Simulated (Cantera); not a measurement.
Input (Python, Cantera) and output of one run.

```python
import numpy as np
import cantera as ct

gas_names = """
    H HO2 H2 H2O H2O2 H2S H2SO4 O OH O2 O3 S SH SO SO2 SO3 S2 S2O S8
""".split()
cond_names = """
    H2O(s) H2O(L) H2SO4(L) S(cr1) S(cr2) S(L)
""".split()


# ... load() reads the species with a 1 bar reference pressure and builds the phases ...
atoms = {
    'SO2': {'S': 1, 'O': 2},
    'H2': {'H': 2},
    'O2': {'O': 2},
}
top_T = {}  # K; cautious upper limits of use, not melting points


# ... equilibrate(T, P, feed) seeds the gas with the atoms and calls Mixture.equilibrate('TP', solver="vcs", rtol=1e-11, max_steps=5000) ...
results = []
feed = {'SO2': 1, 'H2': 1.5, 'O2': 0.57}  # mol
P = 100  # Pa
for T in [1548, 1573, 1598, 1623, 1648, 1673, 1698, 1723, 1748, 1773, 1798]:
    mix = equilibrate(T, P, feed)
    results.append((T, P, feed, dict(zip(mix.species_names, mix.species_moles))))

top = {s: max(r[3][s] / sum(r[3][g] for g in gas_names) for r in results) for s in gas_names}
cols = sorted((s for s in top if top[s] > 1e-06), key=lambda s: -top[s])[:8]
seen = [c for c in cond_names if any(r[3].get(c, 0) > 1e-12 for r in results)]
print("log10 of partial pressures in bar; condensed amounts in mol")
print(f"{'T/K':>10s}" + "".join(f"{s[:9]:>10s}" for s in cols + seen))
for T, P, feed, n in results:
    ng = sum(n[g] for g in gas_names)
    print(f"{T:10.4g}" + "".join(f"{np.log10(max(n[s] / ng * P / 1e5, 1e-99)):10.3f}" for s in cols)
          + "".join(f"{n.get(c, 0):10.4g}" for c in seen))
```

Result:

```
log10 of partial pressures in bar; condensed amounts in mol
       T/K       H2O       SO2        H2        SO        S2         H        OH         S
      1548    -3.284    -3.433    -4.069    -4.895    -4.972    -6.546    -7.237    -6.642
      1573    -3.287    -3.433    -4.051    -4.844    -5.030    -6.416    -7.095    -6.555
      1598    -3.291    -3.432    -4.034    -4.797    -5.095    -6.291    -6.958    -6.474
      1623    -3.294    -3.432    -4.020    -4.753    -5.166    -6.170    -6.823    -6.400
      1648    -3.297    -3.432    -4.008    -4.713    -5.243    -6.055    -6.691    -6.333
      1673    -3.300    -3.432    -3.999    -4.677    -5.327    -5.943    -6.562    -6.272
      1698    -3.302    -3.433    -3.991    -4.644    -5.418    -5.835    -6.436    -6.217
      1723    -3.304    -3.433    -3.986    -4.615    -5.515    -5.732    -6.311    -6.169
      1748    -3.306    -3.434    -3.982    -4.588    -5.618    -5.632    -6.190    -6.126
      1773    -3.307    -3.435    -3.980    -4.565    -5.726    -5.536    -6.071    -6.088
      1798    -3.308    -3.436    -3.980    -4.544    -5.837    -5.443    -5.954    -6.055
```

Equilibrium computed with Cantera from the NASA thermochemical tables; the gas is ideal and each condensed phase is pure.
